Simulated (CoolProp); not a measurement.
The numbers come from the reference Helmholtz-energy equation of state, Gao 2016 in CoolProp.

For sulfur dioxide, give the phase and the speed of sound (m/s), expansivity (1/kK), fugacity coefficient at 82.45 °C and 22300 kPa; 101.75 °C and 22300 kPa; 121.15 °C and 22300 kPa.


- 82.45 °C and 22300 kPa: liquid; speed of sound 788, expansivity 2.21, fugacity coefficient 0.102
- 101.75 °C and 22300 kPa: liquid; speed of sound 718, expansivity 2.48, fugacity coefficient 0.145
- 121.15 °C and 22300 kPa: liquid; speed of sound 648, expansivity 2.83, fugacity coefficient 0.196
